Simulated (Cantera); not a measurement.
# FeS + H₂ + H₂O + NH₃ (hydrogen reduction and annealing atmospheres)

Feed: 1 mol FeS, 200 mol H₂, 4.9 mol H₂O, 0.017 mol NH₃, at 0.260 bar.

Equilibrium computed with Cantera from the NASA thermochemical tables; the gas is ideal and each condensed phase is pure. Candidate condensed phases: Fe, FeO, Fe(OH)₂, Fe(OH)₃, FeS, FeSO₄, FeS₂, Fe₂O₃, Fe₂(SO₄)₃, Fe₃O₄, H₂O, H₂SO₄, S; 38 gas species. Mutual solubility and eutectic melting of coexisting phases are not modelled. FeS: taken at fixed stoichiometry. Kinetics and transport are ignored.

```
T (K)  log p H₂  log p H₂O  log p H₂S  log p H  n Fe(α)  n FeS(s)  n Fe(γ)  n Fe(δ)
-----  --------  ---------  ---------  -------  -------  --------  -------  -------
748       -0.60      -2.21      -4.71     <-12   0.0154     0.985        0        0
848       -0.60      -2.21      -4.17   -11.02   0.0538     0.946        0        0
948       -0.60      -2.21      -3.74    -9.58    0.143     0.857        0        0
1048      -0.60      -2.21      -3.40    -8.41    0.316     0.684        0        0
1148      -0.60      -2.21      -3.10    -7.44    0.620     0.380        0        0
1248      -0.60      -2.21      -2.90    -6.63        0         0    1.000        0
1348      -0.60      -2.21      -2.90    -5.93        0         0    1.000        0
1448      -0.60      -2.21      -2.90    -5.33        0         0    1.000        0
1548      -0.60      -2.21      -2.90    -4.81        0         0    1.000        0
1648      -0.60      -2.21      -2.91    -4.35        0         0    0.998        0
1748      -0.60      -2.21      -2.93    -3.94        0         0        0    0.989
```
log p: log10 of the partial pressure in bar; n: condensed amount in mol.

From 748 K to 1148 K the condensed part is Fe(α) + FeS(s). From 1248 K to 1648 K the condensed part is Fe(γ). At 1748 K the condensed part is Fe(δ).
